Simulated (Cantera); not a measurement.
Input (Python, Cantera) and output of one run.

```python
import numpy as np
import cantera as ct

gas_names = """
    B BH BH2 BH3 BN BO BO2 B2 B2O B2O2 B2O3 B3O3H3 H HBO HBO2 HNO HNO2 HNO3 HO2 H2 H2O H2O2 H3B3O6 N NH
    NH2 NH3 NH2OH NO NO2 NO3 N2 N2H2 N2H4 N2O O OH O2 O3
""".split()
cond_names = """
    B(b) B(L) BN(s) B2O3(L) B3O3H3(cr) H2O(s) H2O(L)
""".split()


# ... load() reads the species with a 1 bar reference pressure and builds the phases ...
atoms = {
    'BN': {'B': 1, 'N': 1},
    'O2': {'O': 2},
    'H2': {'H': 2},
}
top_T = {'BN(s)': 3200}  # K; cautious upper limits of use, not melting points


# ... equilibrate(T, P, feed) seeds the gas with the atoms and calls Mixture.equilibrate('TP', solver="vcs", rtol=1e-11, max_steps=5000) ...
results = []
feed = {'BN': 1, 'O2': 4.4, 'H2': 2.7}  # mol
P = 340  # Pa
for T in [1098, 1198, 1298, 1398, 1498, 1598, 1698, 1798, 1898, 1998]:
    mix = equilibrate(T, P, feed)
    results.append((T, P, feed, dict(zip(mix.species_names, mix.species_moles))))

top = {s: max(r[3][s] / sum(r[3][g] for g in gas_names) for r in results) for s in gas_names}
cols = sorted((s for s in top if top[s] > 1e-05), key=lambda s: -top[s])[:6]
seen = [c for c in cond_names if any(r[3].get(c, 0) > 1e-12 for r in results)]
print("log10 of partial pressures in bar; condensed amounts in mol")
print(f"{'T/K':>10s}" + "".join(f"{s[:9]:>10s}" for s in cols + seen))
for T, P, feed, n in results:
    ng = sum(n[g] for g in gas_names)
    print(f"{T:10.4g}" + "".join(f"{np.log10(max(n[s] / ng * P / 1e5, 1e-99)):10.3f}" for s in cols)
          + "".join(f"{n.get(c, 0):10.4g}" for c in seen))
```

It prints:

```
log10 of partial pressures in bar; condensed amounts in mol
       T/K       H2O        O2      HBO2        N2        OH       BO2   B2O3(L)
      1098    -2.779    -2.848    -5.163    -3.510    -7.614    -9.882    0.4915
      1198    -2.784    -2.849    -4.485    -3.512    -6.971    -8.564    0.4714
      1298    -2.802    -2.855    -3.923    -3.518    -6.434    -7.455    0.4001
      1398    -2.851    -2.870    -3.464    -3.534    -5.994    -6.511    0.2018
      1498    -2.902    -2.886    -3.262    -3.549    -5.617    -5.885         0
      1598    -2.901    -2.886    -3.267    -3.550    -5.262    -5.538         0
      1698    -2.901    -2.888    -3.273    -3.552    -4.949    -5.234         0
      1798    -2.903    -2.891    -3.282    -3.554    -4.671    -4.966         0
      1898    -2.906    -2.895    -3.294    -3.557    -4.425    -4.730         0
      1998    -2.913    -2.902    -3.311    -3.562    -4.206    -4.522         0
```

These are equilibrium values from Cantera (NASA tables, ideal gas, pure condensed phases), not measurements of a reactor. Gases not in the tables: H3BO3.
